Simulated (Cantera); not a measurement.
Input (Python, Cantera):

```python
import numpy as np
import cantera as ct

gas = ct.Solution("gri30.yaml")
gas.TPX = 1300, 16000, {'N2O': 1, 'O2': 1.5}
reactor = ct.IdealGasConstPressureReactor(gas, energy="off", clone=False)
net = ct.ReactorNet([reactor])
net.rtol, net.atol = 1e-08, 1e-18
show = ['N2O', 'O2', 'N2', 'NO', 'O', 'NO2']
times = np.geomspace(8e-06, 90, 9)

steps = ct.SolutionArray(gas, extra=["t"])
rows = []
print(f"{'t/s':>10s}{'T/K':>9s}{'P/Pa':>11s}" + "".join(f"{s:>11s}" for s in show))
for t in times:
    while net.time < t:
        t_next = net.step()
        steps.append(gas.state, t=t_next)
    rows.append([np.interp(t, steps.t, y) for y in (steps.T, steps.P, *steps(*show).X.T)])
    print(f"{t:10.3e}{rows[-1][0]:9.1f}{rows[-1][1]:11.4g}" + "".join(f"{x:11.3e}" for x in rows[-1][2:]))
rate = np.gradient(steps.T, steps.t)
print("integrator steps:", len(steps.t))
if steps.T.max() > steps.T[0] + 200:
    print(f"time of steepest temperature rise: {steps.t[rate.argmax()]:.4e} s")
gas.TPX = 1300, 16000, {'N2O': 1, 'O2': 1.5}
gas.equilibrate("TP")
print(f"equilibrium (TP): T = {gas.T:.1f} K  " + "  ".join(f"{s} {gas[s].X[0]:.3e}" for s in show))
```

Result:

```
       t/s      T/K       P/Pa        N2O         O2         N2         NO          O        NO2
 8.000e-06   1300.0    1.6e+04  4.000e-01  6.000e-01  9.427e-07  1.526e-08  8.475e-07  9.105e-16
 6.088e-05   1300.0    1.6e+04  4.000e-01  6.000e-01  8.830e-06  6.941e-07  4.505e-06  7.581e-13
 4.633e-04   1300.0    1.6e+04  3.999e-01  6.000e-01  8.993e-05  1.322e-05  7.570e-06  2.289e-10
 3.526e-03   1300.0    1.6e+04  3.991e-01  6.001e-01  7.261e-04  1.153e-04  7.577e-06  1.655e-08
 2.683e-02   1300.0    1.6e+04  3.928e-01  6.007e-01  5.517e-03  8.833e-04  7.572e-06  7.035e-07
 2.042e-01   1300.0    1.6e+04  3.492e-01  6.053e-01  3.921e-02  6.269e-03  7.514e-06  1.026e-05
 1.554e+00   1300.0    1.6e+04  1.525e-01  6.262e-01  1.912e-01  3.006e-02  6.898e-06  5.520e-05
 1.183e+01   1300.0    1.6e+04  2.265e-03  6.437e-01  3.089e-01  4.490e-02  8.830e-07  1.859e-04
 9.000e+01   1300.0    1.6e+04  5.164e-07  6.441e-01  3.109e-01  4.473e-02  3.574e-07  3.386e-04
integrator steps: 1096
equilibrium (TP): T = 1300.0 K  N2O 7.948e-09  O2 6.664e-01  N2 3.331e-01  NO 4.609e-04  O 3.634e-07  NO2 3.551e-06
```

Detailed kinetics in Cantera: GRI-Mech 3.0 (53 species, 325 reactions). GRI-Mech 3.0 was tuned for natural gas; its chemistry of N2O as a main component is partial and can be far from experiment. The mechanism lacks the step 2 NO + O2 → 2 NO2, which can matter for NO2 below about 1400 K. The temperature is held fixed by assumption; the heat of reaction is taken as removed at once.
